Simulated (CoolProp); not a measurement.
The fluid at 206.55 K and 0.00508 MPa flows at 1.1 m/s in a round tube of 25 mm bore and 15 µm roughness, fully developed (64/Re and Nu = 3.66 if laminar; Colebrook and Gnielinski if turbulent). The same conditions are run with several fluids, on thermodynamics alone (safety and materials aside).

Values from CoolProp's reference Helmholtz-energy equation of state of each fluid (R134a: Tillner-Roth 1994; R152A: Outcalt 1996; CH2F2 (R32): Tillner-Roth 1997; oxygen: Schmidt 1985; CF4 (R14): Platzer 1990). The equations of Platzer and Polt are older, rougher fits.

Rank R134a, R152A, CH2F2 (R32), oxygen, CF4 (R14) by Reynolds number, highest first.

R134a (1010), R152A (707), CF4 (R14) (584), CH2F2 (R32) (463), oxygen (172)

```tsv
fluid	Darcy friction factor	pressure drop (Pa/m)	heat-transfer coefficient (W/(m² K))	mass flow (kg/h)
R134a	0.0636	0.466	0.882	0.589
R152A	0.0905	0.430	0.756	0.381
CH2F2 (R32)	0.138	0.517	1.14	0.300
oxygen	0.372	0.851	2.74	0.184
CF4 (R14)	0.110	0.691	1.33	0.506
```

Transport values come from each fluid's own correlations; those of R134a, R152A, CH2F2 (R32), CF4 (R14) are estimates that may be off by 10 % or more.
